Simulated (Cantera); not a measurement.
An adiabatic, constant-pressure homogeneous reactor starts with 20.5 % CO, 0.984 % H2, 15.8 % O2, 59.4 % N2, 3.28 % H2O, at 1150 K and 750 Torr.

Computed with Cantera and GRI-Mech 3.0 (53 species, 325 reactions).

Q: Predict: time of steepest temperature rise; temperature at 5.00 s; equilibrium temperature; x(CO) at 5.00 s; x(H2) at 5.00 s; x(O2) at 5.00 s; x(H2O) at 5.00 s; x(NO) at 5.00 s; x(H2O2) at 5.00 s; x(HO2) at 5.00 s.

A: 
| Property | Result |
|---|---|
| time of steepest temperature rise | 0.279 ms |
| temperature at 5.00 s | 2492 K |
| equilibrium temperature | 2492 K |
| x(CO) at 5.00 s | 0.0282 (gas-phase equilibrium 0.0282) |
| x(H2) at 5.00 s | 0.000977 (gas-phase equilibrium 0.000977) |
| x(O2) at 5.00 s | 0.0614 (gas-phase equilibrium 0.0614) |
| x(H2O) at 5.00 s | 0.0421 (gas-phase equilibrium 0.0421) |
| x(NO) at 5.00 s | 0.0112 (gas-phase equilibrium 0.0112) |
| x(H2O2) at 5.00 s | 7.23e-8 (gas-phase equilibrium 7.23e-8) |
| x(HO2) at 5.00 s | 3.61e-6 (gas-phase equilibrium 3.61e-6) |
